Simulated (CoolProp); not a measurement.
Properties of the fluoroketone C6F12O (FK-5-1-12) along the isobar 7.92 bar (Tc = 441.8 K, pc = 18.69 bar, ω = 0.471).

Computed with CoolProp (reference Helmholtz-energy equation of state, McLinden 2015).

| T (K) | phase | density (kg/m³) | cv (kJ/(kg K)) | isothermal compressibility (1/MPa) |
|---|---|---|---|---|
| 251.1 | liquid | 1739 | 0.8734 | 0.001647 |
| 259.9 | liquid | 1715 | 0.8738 | 0.001823 |
| 268.7 | liquid | 1691 | 0.8752 | 0.002025 |
| 277.5 | liquid | 1666 | 0.8774 | 0.002259 |
| 286.3 | liquid | 1641 | 0.8806 | 0.002532 |
| 295.1 | liquid | 1615 | 0.8845 | 0.002851 |
| 303.9 | liquid | 1589 | 0.8892 | 0.003228 |
| 312.7 | liquid | 1562 | 0.8946 | 0.003678 |
| 321.5 | liquid | 1534 | 0.9008 | 0.004220 |
| 330.3 | liquid | 1505 | 0.9075 | 0.004880 |
| 339.1 | liquid | 1475 | 0.9149 | 0.005697 |
| 347.9 | liquid | 1444 | 0.9229 | 0.006723 |
| 356.6 | liquid | 1412 | 0.9314 | 0.008025 |
| 365.4 | liquid | 1377 | 0.9405 | 0.009757 |
